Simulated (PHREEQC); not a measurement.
0.72 g of hydrous ferric oxide (600 m²/g; 0.2 weak and 0.005 strong sites per Fe, Dzombak-Morel constants, diffuse double layer) in 1 kg of water with 0.01 mol/kgw of an inert sodium salt and 0.00082 mol/kgw Ag2SO4, at 25 °C; the pH is set by adding NaOH or the inert anion's acid. Oxygen alone is held at its pressure in air (log pO2 = -0.68). The system is closed to CO2. Nothing may precipitate in this run.

Model: ion-association model, wateq4f.dat, run in PHREEQC.

| pH | S sorbed (%) | Ag sorbed (%) | surface charge σ (C/m²) | surface potential ψ (mV) |
|---|---|---|---|---|
| 3 | 86.4 | 0.0 | 0.052 | 106 |
| 3.38 | 86.4 | 0.0 | 0.050 | 106 |
| 3.75 | 85.6 | 0.0 | 0.048 | 104 |
| 4.12 | 83.7 | 0.0 | 0.046 | 102 |
| 4.88 | 74.2 | 0.5 | 0.038 | 92 |
| 5.25 | 66.0 | 1.2 | 0.033 | 86 |
| 5.62 | 55.8 | 2.0 | 0.028 | 78 |
| 6 | 44.2 | 2.5 | 0.024 | 70 |
| 6.38 | 32.0 | 3.2 | 0.019 | 61 |
| 6.75 | 20.5 | 4.7 | 0.016 | 52 |
| 7.12 | 10.7 | 8.1 | 0.012 | 42 |
| 7.88 | 0.9 | 25.9 | 0.003 | 11 |
| 8.25 | 0.2 | 39.5 | -0.002 | -8 |
| 8.62 | 0.0 | 53.6 | -0.007 | -26 |
| 9 | 0.0 | 66.4 | -0.012 | -42 |

The oxide is taken as insoluble; below pH 4 it would dissolve.
